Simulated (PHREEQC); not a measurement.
Make-up at 25 °C: 0.27 mol/kgw NiSO4, 0.00087 mol/kgw H3BO3 and 4.9e-05 mol/kgw MnSO4. Closed to the air; pH follows from the charge balance.

Equilibrium calculation in PHREEQC: ion-association model, wateq4f.dat.

```json
[
 {"quantity": "pH", "before": "5.91", "after": "6.35"},
 {"quantity": "ionic strength (mol/kgw)", "before": "0.479", "after": "0.00900"},
 {"quantity": "SO4-2 (mol/kgw)", "before": "0.119", "after": "0.00225"},
 {"quantity": "MnSO4 (mol/kgw)", "before": "2.45e-5", "after": "7.70e-8"},
 {"quantity": "Mn+2 (mol/kgw)", "before": "2.45e-5", "after": "4.13e-7"},
 {"quantity": "HSO4- (mol/kgw)", "before": "4.43e-6", "after": "7.29e-8"},
 {"quantity": "SI of Pyrochroite (Mn(OH)2)", "before": "-8.59", "after": "-9.04"}
]
```

Q: Name the change that produced these shifts.
A. diluted 100-fold with water
B. NiSO4 left out
C. 0.024 mol/kgw Mg(NO3)2 added
D. H3BO3 left out

A: A, diluted 100-fold with water

No solid was allowed to form.
